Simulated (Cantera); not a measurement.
CaF2 + HF + H2 (halide evaporation, hydrolysis and transport)

Feed: 1 mol CaF2, 0.45 mol HF, 110 mol H2, held at 2075 K and 100000 Pa.

Cantera equilibrium calculation (NASA polynomials, part measured and part estimated; ideal gas, pure solids and liquids). Candidate condensed phases: Ca, CaF2; 15 gas species. Rates play no part.

```yaml
x(H2): 0.982
x(CaF2): 0.00722
x(HF): 0.00616
x(H): 0.00264
x(CaF): 0.00133
x(Ca): 0.000398
gas_amount: 111.7 mol
log10 activity of CaF2(l) (absent): -0.01
log10 activity of Ca(l) (absent): -4.02
```
